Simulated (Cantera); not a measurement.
Charge: 1 mol Al(CH3)3, 3.8 mol O2, 62 mol N2, equilibrated at 2025 K and 1.00 bar.

Equilibrium computed with Cantera from the NASA thermochemical tables; the gas is ideal and each condensed phase is pure. Candidate condensed phases: Al, AlN, Al2O3, C, C6H6, C7H8, C8H18, H2O; 148 gas species. The feed counts by its element totals alone. Gases not in the tables: Al(OH)3. The numbers say what is thermodynamically allowed, not how fast it happens.

Base state: N2 0.892, H2O 0.0356, CO 0.0342, H2 0.0290, CO2 0.00897, H 0.000328, OH 4.20e-5 (mole fractions); condensed: Al2O3(s).

**Question.** What changes in the equilibrium state with this change: O2 from 3.8 to 0.65 mol?

**Answer.** 
```json
[
 {"species": "N2", "before": "0.892", "after": "0.911"},
 {"species": "H2", "before": "0.0290", "after": "0.0645"},
 {"species": "CO", "before": "0.0342", "after": "0.0193"},
 {"species": "H2O", "before": "0.0356", "after": "1.32e-7"},
 {"species": "Al", "before": "<1e-9", "after": "3.43e-5"},
 {"species": "CO2", "before": "0.00897", "after": "8.47e-9"},
 {"species": "HCN", "before": "7.73e-9", "after": "0.00394"},
 {"species": "Al2O3(s), mol", "before": "0.500", "after": "0"},
 {"species": "AlN(s), mol", "before": "0", "after": "0.998"},
 {"species": "C(graphite), mol", "before": "0", "after": "1.41"}
]
```
